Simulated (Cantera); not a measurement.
A Cantera script and its output.

```python
import numpy as np
import cantera as ct

surf = ct.Interface("ptcombust.yaml", "Pt_surf")
gas = surf.adjacent["gas"]
gas.TPX = 950, 390000, {'H2': 0.026, 'O2': 0.12, 'N2': 0.79, 'H2O': 0.042}
surf.TP = 950, 390000
reactor = ct.FlowReactor(gas, clone=False)
reactor.area = 0.0001  # m2
reactor.surface_area_to_volume_ratio = 810  # 1/m
reactor.mass_flow_rate = 12 * reactor.area * gas.density  # inlet velocity 12 m/s
reactor.energy_enabled = False
wall = ct.ReactorSurface(surf, reactor, clone=False)
net = ct.ReactorNet([reactor])
net.rtol, net.atol = 1e-8, 1e-16
show, cover = ['H2', 'O2', 'H2O'], ['PT(S)', 'H(S)', 'O(S)', 'OH(S)', 'CO(S)', 'C(S)']

rows = []
print(f"{'z/m':>9s}{'u/(m/s)':>9s}" + "".join(f"{s:>13s}" for s in show + cover))
for z in [9.6e-05, 0.00019, 0.00036, 0.00069, 0.0013, 0.0026, 0.005, 0.0096]:
    net.advance(z)
    rows.append([reactor.speed, *gas[show].X, *surf[cover].coverages])
    print(f"{z:9.4g}{rows[-1][0]:9.3g}" + "".join(f"{x:13.4e}" for x in rows[-1][1:]))
```

Result:

```
      z/m  u/(m/s)           H2           O2          H2O        PT(S)         H(S)         O(S)        OH(S)        CO(S)         C(S)
  9.6e-05       12   2.3968e-02   1.2154e-01   4.5654e-02   4.1554e-01   4.7235e-06   5.7148e-01   1.2851e-02  -1.0604e-24  -1.6384e-26
  0.00019       12   2.1838e-02   1.2059e-01   4.7859e-02   3.8198e-01   3.9902e-06   6.0519e-01   1.2714e-02   6.6809e-27  -7.3161e-30
  0.00036       12   1.8776e-02   1.1923e-01   5.1029e-02   3.3319e-01   3.0717e-06   6.5427e-01   1.2420e-02  -1.9772e-25   4.1465e-28
  0.00069     11.9   1.4682e-02   1.1741e-01   5.5267e-02   2.6776e-01   2.0651e-06   7.2034e-01   1.1809e-02  -1.1144e-25  -5.7514e-28
   0.0013     11.9   1.0318e-02   1.1547e-01   5.9785e-02   2.0063e-01   1.2526e-06   7.8845e-01   1.0848e-02   5.8528e-26   3.0223e-28
   0.0026     11.9   5.9736e-03   1.1354e-01   6.4282e-02   1.4312e-01   7.0877e-07   8.4717e-01   9.6503e-03  -2.6236e-26  -2.1124e-28
    0.005     11.9   2.8140e-03   1.1213e-01   6.7553e-02   1.1124e-01   4.6333e-07   8.7994e-01   8.7779e-03  -5.0690e-27  -2.7120e-29
   0.0096     11.8   8.5763e-04   1.1126e-01   6.9578e-02   9.5961e-02   3.5966e-07   8.9571e-01   8.2893e-03  -7.0057e-28  -3.5977e-30
```

Computed with Cantera and Deutschmann's 1995 Pt surface mechanism with GRI-Mech 3.0 gas chemistry. Catalytic surfaces can have several steady states; this one follows from the mechanism file's or the stated starting coverage. Mass transfer to the wall is taken as infinitely fast.
